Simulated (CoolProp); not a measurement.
Properties of nitrogen along the isotherm 119.4 K (Tc = 126.2 K, pc = 3396 kPa, ω = 0.037).

Values from CoolProp's reference Helmholtz-energy equation of state, Span 2000.

| p (kPa) | phase | Z | speed of sound (m/s) | Joule-Thomson coefficient (K/MPa) | isothermal compressibility (1/MPa) | Prandtl number |
|---|---|---|---|---|---|---|
| 121 | gas | 0.9859 | 221.1 | 11.61 | 8.384 | 0.776 |
| 243 | gas | 0.9714 | 219.4 | 11.66 | 4.239 | 0.791 |
| 364 | gas | 0.9567 | 217.7 | 11.71 | 2.876 | 0.807 |
| 485 | gas | 0.9417 | 216.0 | 11.77 | 2.196 | 0.823 |
| 606 | gas | 0.9262 | 214.2 | 11.82 | 1.790 | 0.841 |
| 728 | gas | 0.9101 | 212.4 | 11.86 | 1.520 | 0.860 |
| 849 | gas | 0.8938 | 210.5 | 11.91 | 1.332 | 0.881 |
| 970 | gas | 0.8769 | 208.6 | 11.96 | 1.193 | 0.903 |
| 1090 | gas | 0.8595 | 206.6 | 12.00 | 1.088 | 0.927 |
| 1210 | gas | 0.8416 | 204.5 | 12.05 | 1.008 | 0.955 |
| 1330 | gas | 0.8229 | 202.4 | 12.09 | 0.9449 | 0.985 |
| 1460 | gas | 0.8018 | 200.0 | 12.13 | 0.8930 | 1.02 |
| 1580 | gas | 0.7812 | 197.7 | 12.16 | 0.8574 | 1.07 |
| 1700 | gas | 0.7596 | 195.2 | 12.19 | 0.8325 | 1.11 |

Viscosity comes from a separate model (Lemmon 2004). Thermal conductivity comes from a separate model (Lemmon 2004).
